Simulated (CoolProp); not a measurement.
The fluid at 322.19 K and 1.3 MPa expands adiabatically to 0.109 MPa with isentropic efficiency 0.9. The same conditions are run with several fluids, on thermodynamics alone (safety and materials aside).

Values from CoolProp's reference Helmholtz-energy equation of state of each fluid (CH2F2 (R32): Tillner-Roth 1997; R407C: Lemmon 2003; hydrogen chloride: Thol 2018; carbonyl sulfide: Lemmon 2006; ethylene: Smukala 2000). Blends and air are pseudo-pure fits.

Q: Rank CH2F2 (R32), R407C, hydrogen chloride, carbonyl sulfide, ethylene by work (kJ/kg), highest first.

A: ethylene (159), hydrogen chloride (113), CH2F2 (R32) (82.6), carbonyl sulfide (72.3), R407C (52.6)

| fluid | final temperature (K) | final phase | final density (kg/m³) |
|---|---|---|---|
| CH2F2 (R32) | 222.9 | two-phase, vapour fraction 0.943 | 3.39 |
| R407C | 238.0 | two-phase, vapour fraction 0.990 | 5.01 |
| hydrogen chloride | 189.5 | two-phase, vapour fraction 0.963 | 2.70 |
| carbonyl sulfide | 224.6 | two-phase, vapour fraction 0.930 | 3.89 |
| ethylene | 199.9 | gas | 1.88 |
